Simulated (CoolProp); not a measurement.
Properties of chloromethane (R40) along the isobar 37.4 MPa (Tc = 145.5 °C, pc = 6.929 MPa, ω = 0.150).

The numbers come from the reference Helmholtz-energy equation of state, Thol 2014 in CoolProp.

```csv
T (°C),phase,density (kg/m³),Joule-Thomson coefficient (K/MPa),isothermal compressibility (1/MPa),expansivity (1/kK)
67.45,liquid,908.6,-0.2931,[?],1.746
81.95,liquid,[?],-0.2587,[?],1.824
96.45,liquid,861.7,-0.2196,0.002461,1.909
110.95,liquid,[?],-0.1751,0.002816,2.002
125.45,liquid,813.1,-0.1248,0.003235,2.102
139.85,liquid,788.3,-0.06820,0.003726,2.210
154.35,supercritical,762.7,-0.003906,0.004310,2.328
168.85,supercritical,736.8,0.06838,0.004998,2.453
183.35,supercritical,710.4,[?],[?],2.584
197.85,supercritical,683.6,0.2380,0.006740,2.718
212.35,supercritical,656.5,0.3345,0.007807,2.849
226.85,supercritical,629.4,0.4368,0.008999,2.971
```

### Question
Complete the blanks.

### Answer

- 67.45, isothermal compressibility (1/MPa): 0.001900
- 81.95, density (kg/m³): 885.4
- 81.95, isothermal compressibility (1/MPa): 0.002158
- 110.95, density (kg/m³): 837.6
- 183.35, Joule-Thomson coefficient (K/MPa): 0.1490
- 183.35, isothermal compressibility (1/MPa): 0.005804
